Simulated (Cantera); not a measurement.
A Cantera script and what it prints.

```python
import numpy as np
import cantera as ct

gas_names = """
    B BH BH2 BH3 BN BO BO2 B2 B2O B2O2 B2O3 B3O3H3 H HBO HBO2 HNO HNO2 HNO3 HO2 H2 H2O H2O2 H3B3O6 N NH
    NH2 NH3 NH2OH NO NO2 NO3 N2 N2H2 N2H4 N2O O OH O2 O3
""".split()
cond_names = """
    B(b) B(L) BN(s) B2O3(L) B3O3H3(cr) H2O(s) H2O(L)
""".split()


def load(file, names, dense=False):
    # The tables refer to 1 bar. Condensed volumes are neglected.
    table = {s.name: s for s in ct.Species.list_from_file(file)}
    out = []
    for n in names:
        d = dict(table[n].input_data)
        d["thermo"] = dict(d["thermo"], **{"reference-pressure": 1e5})
        if dense:
            d["equation-of-state"] = {"model": "constant-volume", "density": "1e6 g/cm^3"}
        out.append(ct.Species.from_dict(d))
    return out


gas = ct.Solution(thermo="ideal-gas", species=load("nasa_gas.yaml", gas_names))
cond = {s.name: ct.Solution(thermo="fixed-stoichiometry", species=[s], name=s.name)
        for s in load("nasa_condensed.yaml", cond_names, dense=True)}
atoms = {
    'BN': {'B': 1, 'N': 1},
    'H2O': {'H': 2, 'O': 1},
    'H2': {'H': 2},
}
top_T = {'BN(s)': 3200}  # K; cautious upper limits of use, not melting points


def equilibrate(T, P, feed):
    n = {}
    for name, mol in feed.items():
        for a, k in atoms[name].items():
            n[a] = n.get(a, 0.0) + k * mol
    gas.TPX = T, P, n
    mass = sum(n.values()) * gas.mean_molecular_weight
    gas.equilibrate("TP")
    valid = [c for c in cond.values() if c.min_temp <= T <= top_T.get(c.name, c.max_temp)]
    mix = ct.Mixture([(gas, mass / gas.mean_molecular_weight)] + [(c, 0.0) for c in valid])
    mix.T, mix.P = T, P
    mix.equilibrate("TP", solver="vcs", rtol=1e-11, max_steps=5000)
    return mix


results = []
feed = {'BN': 1, 'H2O': 6.4, 'H2': 99}  # mol
P = 29000  # Pa
for T in [1025, 1125, 1225, 1325, 1425, 1525, 1625, 1725, 1825, 1925]:
    mix = equilibrate(T, P, feed)
    results.append((T, P, feed, dict(zip(mix.species_names, mix.species_moles))))

top = {s: max(r[3][s] / sum(r[3][g] for g in gas_names) for r in results) for s in gas_names}
cols = sorted((s for s in top if top[s] > 0.0001), key=lambda s: -top[s])[:7]
seen = [c for c in cond_names if any(r[3].get(c, 0) > 1e-12 for r in results)]
print("log10 of partial pressures in bar; condensed amounts in mol")
print(f"{'T/K':>10s}" + "".join(f"{s[:9]:>10s}" for s in cols + seen))
for T, P, feed, n in results:
    ng = sum(n[g] for g in gas_names)
    print(f"{T:10.4g}" + "".join(f"{np.log10(max(n[s] / ng * P / 1e5, 1e-99)):10.3f}" for s in cols)
          + "".join(f"{n.get(c, 0):10.4g}" for c in seen))
```

Result:

```
log10 of partial pressures in bar; condensed amounts in mol
       T/K        H2       H2O      HBO2        N2         H       HBO      B2O3   B2O3(L)
      1025    -0.560    -1.874    -5.297    -2.864    -8.641    -9.130   -10.968    0.4783
      1125    -0.560    -1.874    -4.514    -2.864    -7.632    -7.816    -9.176    0.4811
      1225    -0.560    -1.875    -3.866    -2.864    -6.787    -6.724    -7.689    0.4661
      1325    -0.561    -1.881    -3.324    -2.864    -6.067    -5.802    -6.436    0.4067
      1425    -0.561    -1.896    -2.868    -2.865    -5.447    -5.009    -5.367    0.2442
      1525    -0.562    -1.919    -2.580    -2.866    -4.907    -4.420    -4.644         0
      1625    -0.563    -1.918    -2.585    -2.866    -4.433    -4.182    -4.547         0
      1725    -0.563    -1.916    -2.593    -2.866    -4.012    -3.976    -4.469         0
      1825    -0.563    -1.914    -2.605    -2.866    -3.638    -3.798    -4.408         0
      1925    -0.564    -1.912    -2.620    -2.866    -3.301    -3.644    -4.362         0
```

These are equilibrium values from Cantera (NASA tables, ideal gas, pure condensed phases), not measurements of a reactor. Gases not in the tables: H3BO3.
